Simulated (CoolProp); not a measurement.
Vapour-liquid equilibrium of diethyl ether (1) + n-hexane (2) at 1.91 bar; x and y are mole fractions of (1).

Values from CoolProp's multi-fluid Helmholtz-energy mixture model, Thol 2014 and Thol 2019; pair parameters Bell 2016.

```tsv
x	bubble temperature, mixture model (K)	bubble temperature, Raoult's law (K)	y, mixture model	y, Raoult's law
0.05	?	360.5	?	0.127
0.2	350.8	352.5	?	0.414
0.35	?	345.9	?	0.609
0.5	?	340.4	0.727	0.747
0.65	335.0	335.6	0.827	0.848
0.8	?	331.5	0.909	0.924
0.95	327.8	327.9	0.979	0.983
```

Question: Some entries are withheld; supply them.

Answer: 
- 0.05, bubble temperature, mixture model (K): 359.7
- 0.05, y, mixture model: 0.137
- 0.2, y, mixture model: 0.421
- 0.35, bubble temperature, mixture model (K): 344.3
- 0.35, y, mixture model: 0.600
- 0.5, bubble temperature, mixture model (K): 339.2
- 0.8, bubble temperature, mixture model (K): 331.2

The largest gap from Raoult's law is -1.7 K in bubble temperature, at x = 0.2. No azeotrope shows between x = 0.05 and 0.95.

The pair parameters rest on a limited set of measurements; away from them the model extrapolates.
